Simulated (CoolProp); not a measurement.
Properties of ammonia along the isotherm 725 K (Tc = 405.6 K, pc = 11360 kPa, ω = 0.256).

Computed with CoolProp (reference Helmholtz-energy equation of state, Gao 2020).

| p (kPa) | phase | Prandtl number | fugacity coefficient |
|---|---|---|---|
| 1890 | gas | 0.959 | 0.9942 |
| 3790 | gas | 0.962 | 0.9885 |
| 5680 | gas | 0.966 | 0.9829 |
| 7580 | gas | 0.969 | 0.9774 |
| 9470 | gas | 0.972 | 0.9720 |
| 11400 | supercritical | 0.975 | 0.9667 |
| 13300 | supercritical | 0.978 | 0.9616 |
| 15200 | supercritical | 0.980 | 0.9565 |
| 17000 | supercritical | 0.982 | 0.9519 |
| 18900 | supercritical | 0.984 | 0.9471 |
| 20800 | supercritical | 0.985 | 0.9425 |
| 22700 | supercritical | 0.987 | 0.9379 |
| 24600 | supercritical | 0.988 | 0.9335 |
| 26500 | supercritical | 0.989 | 0.9292 |
| 28400 | supercritical | 0.990 | 0.9251 |

Viscosity comes from a separate model (Fenghour 1995). Thermal conductivity comes from a separate model (Tufeu 1984).
